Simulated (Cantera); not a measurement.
## Adiabatic ignition

An adiabatic, constant-pressure homogeneous reactor starts with 23.1 % H2, 16.0 % O2, 60.2 % N2, 0.646 % NO, at 1375 K and 225 Torr.

Detailed kinetics in Cantera: GRI-Mech 3.0 (53 species, 325 reactions). The mechanism lacks 2 NO + O2 → 2 NO2 and HONO, so NO2 and the effect of NO are under-described below about 1400 K.

```
t (s)     T (K)    x H2    x O2    x NO2     x N2O     x NO     x OH
--------  -----  ------  ------  -------  --------  -------  -------
4.00e-6    1375   0.231   0.160  4.96e-9  1.15e-10  0.00646  9.21e-9
1.10e-5    1375   0.231   0.160  3.26e-8   1.02e-9  0.00646  7.57e-8
3.03e-5    1375   0.231   0.160  3.13e-7   1.00e-8  0.00646  6.52e-6
8.35e-5    1583  0.0349  0.0655  2.75e-7   6.84e-8  0.00654   0.0147
0.000230   2009  0.0345  0.0570  2.82e-7   4.72e-8  0.00677   0.0251
0.000632   2366  0.0274  0.0517  5.62e-7   8.29e-8  0.00698   0.0298
0.00174    2592  0.0190  0.0487  1.44e-6   2.63e-7  0.00755   0.0284
0.00479    2611  0.0181  0.0479  1.87e-6   3.09e-7  0.00902   0.0278
0.0132     2609  0.0181  0.0470  2.28e-6   3.25e-7   0.0110   0.0275
0.0363     2608  0.0182  0.0467  2.45e-6   3.33e-7   0.0119   0.0274
0.100      2608  0.0182  0.0467  2.46e-6   3.33e-7   0.0119   0.0274
```
x: mole fraction; the columns are a selection and need not sum to one.

```json
{
  "time_of_steepest_temperature_rise": "67.4 µs",
  "temperature at 0.100 s": "2608 K",
  "equilibrium_temperature": "2608 K",
  "x(H2) at 0.100 s": "0.0182 (gas-phase equilibrium 0.0182)",
  "x(O2) at 0.100 s": "0.0467 (gas-phase equilibrium 0.0467)",
  "x(NO2) at 0.100 s": "2.46e-6 (gas-phase equilibrium 2.46e-6)"
}
```
